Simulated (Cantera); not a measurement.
Feed: 1 mol CH3SiH3, 0.02 mol HCl, 140 mol H2, held at 1225 K and 1.33 mbar.

Method: chemical equilibrium by Gibbs-energy minimisation in Cantera with the NASA 1993 tables (ideal gas, pure condensed phases). Candidate condensed phases: C, C6H6, C7H8, C8H18, Si, SiC; 109 gas species. The feed counts by its element totals alone. Rates play no part.

What is the equilibrium state?


- x(H2) = 1.000
- x(HCl) = 0.000140
- x(H) = 8.53e-6
- n(SiC(s)) = 1.000 mol
- gas amount = 143.0 mol
- log10 activity of Si(s) (absent) = -0.16
- log10 activity of C(graphite) (absent) = -2.55
